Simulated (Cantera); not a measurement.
Input (Python, Cantera) and output of one run.

```python
import numpy as np
import cantera as ct

gas_names = """
    C CH CH2 CH3 CH2OH CH3O CH4 CH3OH CO CO2 COOH C2 C2H CHCO,ketyl C2H2,acetylene C2H2,vinylidene
    CH2CO,ketene C2H3,vinyl CH3CO,acetyl C2H4 C2H4O,ethylen CH3CHO,ethanal CH3COOH (HCOOH)2 C2H5 C2H6
    CH3OCH3 C2H5OH C2O C3 C3H3,propargyl C3H4,allene C3H4,propyne C3H4,cyclo- C3H5,allyl C3H6,propylene
    C3H6,cyclo- C3H6O C3H7,n-propyl C3H7,i-propyl C3H8 C3H8O,1propanol C3H8O,2propanol C3O2 C4 C4H2
    C4H4,1,3-cyclo- C4H6,butadiene C4H6,2-butyne C4H6,cyclo- C4H8,1-butene C4H8,cis2-buten
    C4H8,tr2-butene C4H8,isobutene C4H8,cyclo- (CH3COOH)2 C4H9,n-butyl C4H9,i-butyl C4H9,s-butyl
    C4H9,t-butyl C4H10,isobutane C4H10,n-butane C5 C5H6,1,3cyclo- C5H8,cyclo- C5H10,1-pentene
    C5H10,cyclo- C5H11,pentyl C5H11,t-pentyl C5H12,n-pentane C5H12,i-pentane CH3C(CH3)2CH3 C6H2
    C6H5,phenyl C6H5O,phenoxy C6H6 C6H5OH,phenol C6H10,cyclo- C6H12,1-hexene C6H12,cyclo- C6H13,n-hexyl
    C7H7,benzyl C7H8 C7H8O,cresol C7H14,1-heptene C7H15,n-heptyl C7H16,n-heptane C8H8,styrene
    C8H10,ethylbenz C8H16,1-octene C8H17,n-octyl C8H18,isooctane C8H18,n-octane C9H19,n-nonyl
    C10H8,naphthale C10H21,n-decyl C12H9,o-bipheny C12H10,bipheny H HCO HO2 H2 HCHO,formaldehy HCOOH H2O
    H2O2 O OH O2 O3 Si SiC SiC2 SiC4H12 SiH SiH2 SiH3 SiH4 SiO SiO2 Si2 Si2C Si3
""".split()
cond_names = """
    C(gr) C6H6(L) C7H8(L) C8H18(L),n-octa H2O(s) H2O(L) Si(cr) Si(L) SiC(b) SiO2(Lqz) SiO2(hqz) SiO2(L)
""".split()


def load(file, names, dense=False):
    # The tables refer to 1 bar. Condensed volumes are neglected.
    table = {s.name: s for s in ct.Species.list_from_file(file)}
    out = []
    for n in names:
        d = dict(table[n].input_data)
        d["thermo"] = dict(d["thermo"], **{"reference-pressure": 1e5})
        if dense:
            d["equation-of-state"] = {"model": "constant-volume", "density": "1e6 g/cm^3"}
        out.append(ct.Species.from_dict(d))
    return out


gas = ct.Solution(thermo="ideal-gas", species=load("nasa_gas.yaml", gas_names))
cond = {s.name: ct.Solution(thermo="fixed-stoichiometry", species=[s], name=s.name)
        for s in load("nasa_condensed.yaml", cond_names, dense=True)}
atoms = {
    'SiC': {'Si': 1, 'C': 1},
    'H2O': {'H': 2, 'O': 1},
    'H2': {'H': 2},
}
top_T = {'C(gr)': 4500, 'SiC(b)': 3050}  # K; cautious upper limits of use, not melting points


def equilibrate(T, P, feed):
    n = {}
    for name, mol in feed.items():
        for a, k in atoms[name].items():
            n[a] = n.get(a, 0.0) + k * mol
    gas.TPX = T, P, n
    mass = sum(n.values()) * gas.mean_molecular_weight
    gas.equilibrate("TP")
    valid = [c for c in cond.values() if c.min_temp <= T <= top_T.get(c.name, c.max_temp)]
    mix = ct.Mixture([(gas, mass / gas.mean_molecular_weight)] + [(c, 0.0) for c in valid])
    mix.T, mix.P = T, P
    mix.equilibrate("TP", solver="vcs", rtol=1e-11, max_steps=5000)
    return mix


results = []
feed = {'SiC': 1, 'H2O': 0.91, 'H2': 2.6}  # mol
T = 1973  # K
P = 101325  # Pa
mix = equilibrate(T, P, feed)
results.append((T, P, feed, dict(zip(mix.species_names, mix.species_moles))))
x = sorted(zip(gas.X, gas.species_names), reverse=True)
print(f"T = {T:g} K  P = {P:g} Pa  gas = {mix.phase_moles(0):.4g} mol")
print("   x: " + "  ".join(f"{s} {v:.3e}" for v, s in x if v > 1e-06))
print("   condensed (mol): " + ("  ".join(f"{mix.phase(i).name} {mix.phase_moles(i):.4g}"
      for i in range(1, mix.n_phases) if mix.phase_moles(i) > 1e-12) or "none"))
```

Output:

```
T = 1973 K  P = 101325 Pa  gas = 4.422 mol
   x: H2 7.929e-01  CO 1.028e-01  SiO 1.028e-01  H 1.194e-03  H2O 1.155e-04  SiH2 3.818e-05  CH4 2.719e-05  Si 1.650e-05  SiH 1.070e-05  C2H2,acetylene 4.441e-06  CO2 3.341e-06
   condensed (mol): SiC(b) 0.545
```

These are equilibrium values from Cantera (NASA tables, ideal gas, pure condensed phases), not measurements of a reactor. Gases not in the tables: Si2H6 and higher silanes.
